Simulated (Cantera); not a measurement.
A closed system holds: 1 mol Si, 5.6 mol NF3, held at 0.130 bar.

Cantera equilibrium calculation (NASA polynomials, part measured and part estimated; ideal gas, pure solids and liquids). Candidate condensed phases: Si, Si3N4; 16 gas species. Equilibrium is a limit: real reactors are often held back by kinetics, nucleation or transport.

Question: At 1273 K, list the 5 most abundant gas species with their mole fractions, and the condensed phases.

Answer: F 0.667, N2 0.183, F2 0.0843, SiF4 0.0653, NF3 2.04e-5. Condensed: gas only.
